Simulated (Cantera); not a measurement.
A closed system holds: 1 mol B2H6, 32 mol H2, at 11000 Pa.

These are equilibrium values from Cantera (NASA tables, ideal gas, pure condensed phases), not measurements of a reactor. Candidate condensed phases: B; 7 gas species. The feed counts by its element totals alone. Gases not in the tables: B2H6 and higher boranes. Rates play no part.

Q: Which condensed phases are stable at each of these points (T (K)): 1573, 1673, 1773, 1873, 1973, 2073, 2173, 2273, 2373, 2473?

A: 
```csv
T (K),condensed phases,B condensed (%)
1573,B(s),100.0
1673,B(s),99.9
1773,B(s),99.8
1873,B(s),99.6
1973,B(s),99.3
2073,B(s),98.7
2173,B(s),97.9
2273,B(s),96.6
2373,B(l),94.8
2473,B(l),92.5
```

From 1573 K to 2273 K the condensed part is B(s). From 2373 K to 2473 K the condensed part is B(l). The share of B in condensed phases is highest at 1573 K (100.0 %) and lowest at 2473 K (92.5 %).
